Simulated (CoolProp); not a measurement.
Vapour-liquid equilibrium of carbon dioxide (1) + isopentane (2) at -2.35 °C; x and y are mole fractions of (1).

The numbers come from the multi-fluid Helmholtz-energy mixture model, Span 1996 and Lemmon 2006; pair parameters Kunz 2012 in CoolProp.

```csv
x,"bubble pressure, mixture model (bar)","bubble pressure, Raoult's law (bar)","y, mixture model","y, Raoult's law"
0.05,2.609,1.933,0.878,0.847
0.15,7.109,5.175,0.953,0.949
0.25,11.12,8.417,0.969,0.972
0.35,14.44,11.66,0.976,0.983
0.45,17.12,14.90,0.980,0.988
0.55,19.38,18.14,0.982,0.992
0.65,21.53,21.39,0.985,0.995
0.75,23.89,24.63,0.988,0.997
0.85,26.78,27.87,0.991,0.998
0.95,30.49,31.11,0.997,0.999
```

The largest gap from Raoult's law is +37.4 % in bubble pressure, at x = 0.15. No azeotrope shows between x = 0.05 and 0.95.

The pair parameters rest on a limited set of measurements; away from them the model extrapolates. The gap from Raoult's law changes sign with composition, which may be real or a fault of the pair parameters; it wasn't checked against measurements.
